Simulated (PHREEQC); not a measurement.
Dissolve 0.036 mol/kgw NH4HSO4 at 25 °C. Closed to the air; pH follows from the charge balance.

Model: ion-association model, wateq4f.dat, run in PHREEQC.

Each row changes one thing in this solution. No solid was allowed to form.

```
case                                              pH  ionic strength (mol/kgw)  SO4-2 (mol/kgw)  HSO4- (mol/kgw)
----------------------------------------------  ----  ------------------------  ---------------  ---------------
as made                                         1.76                    0.0711           0.0175           0.0154
NH4HSO4 replaced by MgSO4 at the same molality  6.81                    0.0802           0.0200          1.51e-7
NH4HSO4 from 0.036 to 0.18 mol/kgw              1.23                     0.279           0.0495            0.104
NH4HSO4 from 0.036 to 0.072 mol/kgw             1.53                     0.128           0.0280           0.0360
diluted 2-fold with water                       1.99                    0.0393           0.0106          0.00622
0.00049 mol/kgw TMAH added                      1.77                    0.0714           0.0177           0.0152
NH4HSO4 from 0.036 to 0.018 mol/kgw             1.99                    0.0393           0.0106          0.00622
```

(CH3)4N+ isn't in the database: it is added as a free cation with an ion size of 4 Å.
